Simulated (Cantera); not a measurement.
An adiabatic, constant-volume homogeneous reactor starts with 37.4 % CO, 8.22 % H₂, 11.4 % O₂, 43.0 % N₂, equivalence ratio 2.0, at 1750 K and 9.87 atm.

Computed with Cantera and GRI-Mech 3.0 (53 species, 325 reactions). The hydrogen kinetics of GRI-Mech 3.0 are dated; newer H2 mechanisms differ, most at raised pressure. Above 3000 K some thermodynamic fits are extrapolated.

x: mole fraction; the columns are a selection and need not sum to one.

```csv
t (s),T (K),P (bar),x CO,x H₂,x O₂,x NO,x HO₂
3.00e-6,2935,15.7,0.279,0.0163,0.0185,(withheld),1.50e-5
1.07e-5,3252,17.0,0.267,0.0149,0.0101,(withheld),1.07e-5
3.82e-5,3238,16.9,0.269,0.0152,0.00891,(withheld),9.47e-6
0.000136,3234,16.9,0.269,0.0153,0.00859,0.00968,9.15e-6
0.000486,3233,16.9,0.269,0.0153,0.00859,0.00969,9.15e-6
0.00173,3233,16.9,0.269,0.0153,0.00859,0.00969,9.15e-6
0.00618,3233,16.9,0.269,0.0153,0.00859,0.00969,9.15e-6
0.0220,3233,16.9,0.269,0.0153,0.00859,0.00969,9.15e-6
0.0786,3233,16.9,0.269,0.0153,0.00859,0.00969,9.15e-6
0.280,3233,16.9,0.269,0.0153,0.00859,0.00969,9.15e-6
1.00,3233,16.9,0.269,0.0153,0.00859,0.00969,9.15e-6
```

### Question
What belongs in the gaps?

### Answer

- 3.00e-6, x NO: 0.000368
- 1.07e-5, x NO: 0.00321
- 3.82e-5, x NO: 0.00826
